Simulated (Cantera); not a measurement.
Mixture: CH4 : O2 : N2 : H2O = 1 : 1.25 : 6.25 : 0.52 (molar parts), equivalence ratio 1.6, at 1.70 bar, adiabatic and at constant pressure. Ignition delay is the time to a rise of 400 K.

Cantera simulation using GRI-Mech 3.0 (53 species, 325 reactions); the numbers are that mechanism's predictions, not measurements.

What does this change do: pressure from 1.70 bar to 7.50 bar?


```tsv
quantity	before	after
delay at 1273 K	21.3 ms	4.85 ms
delay at 1373 K	6.23 ms	1.65 ms
delay at 1473 K	1.95 ms	0.588 ms
delay at 1573 K	0.671 ms	0.218 ms
delay at 1673 K	0.260 ms	86.0 µs
delay at 1773 K	0.116 ms	37.0 µs
delay at 1873 K	58.3 µs	17.7 µs
apparent activation energy between 1673 and 1873 K	190 kJ/mol	210 kJ/mol
```

What does this change do: pressure from 1.70 bar to 2.70 bar?


| quantity | before | after |
|---|---|---|
| delay at 1273 K | 21.3 ms | 13.9 ms |
| delay at 1373 K | 6.23 ms | 4.24 ms |
| delay at 1473 K | 1.95 ms | 1.38 ms |
| delay at 1573 K | 0.671 ms | 0.479 ms |
| delay at 1673 K | 0.260 ms | 0.184 ms |
| delay at 1773 K | 0.116 ms | 80.4 µs |
| delay at 1873 K | 58.3 µs | 39.7 µs |
| apparent activation energy between 1673 and 1873 K | 190 kJ/mol | 200 kJ/mol |
